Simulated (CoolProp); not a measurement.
C2F6 (R116) at 287.36 K and 5.27 MPa is throttled through a valve to 0.319 MPa with no heat exchange. Each further row changes one setting.

Values from CoolProp's reference Helmholtz-energy equation of state, Lemmon 2006. It is a short technical equation, of lower accuracy than the large ones.

| case | temperature change (K) | final phase | final density (kg/m³) |
|---|---|---|---|
| as stated | … | two-phase, vapour fraction 0.724 | … |
| outlet pressure 0.0957 MPa | … | … | 9.93 |
| outlet pressure 0.415 MPa | -61.3 | … | … |

Complete the blanks.


- as stated, temperature change (K): -67.9
- as stated, final density (kg/m³): 36.8
- outlet pressure 0.0957 MPa, temperature change (K): -93.4
- outlet pressure 0.0957 MPa, final phase: two-phase, vapour fraction 0.861
- outlet pressure 0.415 MPa, final phase: two-phase, vapour fraction 0.683
- outlet pressure 0.415 MPa, final density (kg/m³): 50.2
